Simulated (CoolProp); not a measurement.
Vapour-liquid equilibrium of CHF3 (R23) (1) + R143a (2) at 225.5 K; x and y are mole fractions of (1).

Computed with CoolProp (multi-fluid Helmholtz-energy mixture model, Penoncello 2003 and Lemmon and Jacobsen 2000; pair parameters Bell 2016).

Task: Give the bubble pressure and the first vapour's composition at x = 0.25, 0.45, 0.65. Is there an azeotrope?

Result: x = 0.25: 197.5 kPa, y = 0.612; x = 0.45: 287.6 kPa, y = 0.800; x = 0.65: 376.0 kPa, y = 0.898. No azeotrope shows between x = 0.05 and 0.95.

The pair parameters rest on a limited set of measurements; away from them the model extrapolates.
